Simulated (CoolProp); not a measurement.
Vapour-liquid equilibrium of cis-2-butene (1) + methanol (2) at 1400 kPa; x and y are mole fractions of (1).

Computed with CoolProp (multi-fluid Helmholtz-energy mixture model, Lemmon 2005 and de Reuck 1993; pair parameters Bell 2016).

| x | bubble temperature (°C) | y at the bubble point | dew temperature at overall composition x (°C) | liquid density (mol/L) |
|---|---|---|---|---|
| 0.05 | 136.9 | 0.274 | ___ | 19.55 |
| 0.2 | 108.9 | 0.674 | 140.7 | 17.52 |
| 0.35 | ___ | 0.755 | 132.6 | 15.27 |
| 0.5 | 99.0 | 0.769 | 123.1 | 13.23 |
| 0.65 | ___ | 0.783 | 111.2 | ___ |
| 0.8 | ___ | ___ | 97.5 | 10.35 |
| 0.95 | 97.8 | ___ | ___ | 9.401 |

Task: What belongs in the gaps?

Result: 
- 0.05, dew temperature at overall composition x (°C): 147.9
- 0.35, bubble temperature (°C): 100.5
- 0.65, bubble temperature (°C): 98.1
- 0.65, liquid density (mol/L): 11.59
- 0.8, bubble temperature (°C): 97.1
- 0.8, y at the bubble point: 0.824
- 0.95, y at the bubble point: 0.933
- 0.95, dew temperature at overall composition x (°C): 98.2

y crosses x between x = 0.8 and 0.95: the model has an azeotrope there.

Pair parameters are fitted to limited data, so mixtures are less certain than the pure fluids. With so large a gap from Raoult's law the liquid may split in two, which this calculation doesn't test in full.
